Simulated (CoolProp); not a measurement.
Vapour-liquid equilibrium of dimethyl ether (1) + methanol (2) at 0.0205 MPa; x and y are mole fractions of (1).

Computed with CoolProp (multi-fluid Helmholtz-energy mixture model, Wu 2011 and de Reuck 1993; pair parameters Bell 2016).

```csv
x,bubble temperature (°C),y at the bubble point,dew temperature at overall composition x (°C),liquid density (mol/L)
0.05,-14.0,0.925,27.7,25.02
0.125,-32.9,0.983,26.1,24.63
0.2,-40.6,0.992,24.4,23.94
0.275,-44.8,0.994,22.5,23.20
0.35,-47.4,0.995,20.5,22.45
0.425,-49.1,0.996,18.2,21.71
0.5,-50.2,0.996,15.7,20.99
0.575,-51.1,0.997,12.9,20.29
0.65,-51.9,0.997,9.6,19.62
0.725,-52.6,0.997,5.6,18.98
0.8,-53.4,0.998,0.5,18.37
0.875,-54.3,0.998,-6.7,17.78
0.95,-55.4,0.999,-19.4,17.22
```

No azeotrope shows between x = 0.05 and 0.95.

The pair parameters rest on a limited set of measurements; away from them the model extrapolates. With so large a gap from Raoult's law the liquid may split in two, which this calculation doesn't test in full.
